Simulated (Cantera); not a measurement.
Input: 1 mol HgO, 0.076 mol H2, 8.1 mol N2, at 1548 K and 7900 Pa.

Equilibrium computed with Cantera from the NASA thermochemical tables; the gas is ideal and each condensed phase is pure. Candidate condensed phases: H2O, Hg, HgO; 25 gas species. Rates play no part.

Question: What is the equilibrium state?

Answer: 
```json
{
  "x(N2)": "0.840",
  "x(Hg)": "0.104",
  "x(O2)": "0.0475",
  "x(H2O)": "0.00786",
  "x(NO)": "0.000755",
  "x(OH)": "4.28e-5",
  "x(O)": "5.92e-6",
  "gas_amount": "9.638 mol",
  "log10 activity of Hg(l) (absent)": "-4.89"
}
```
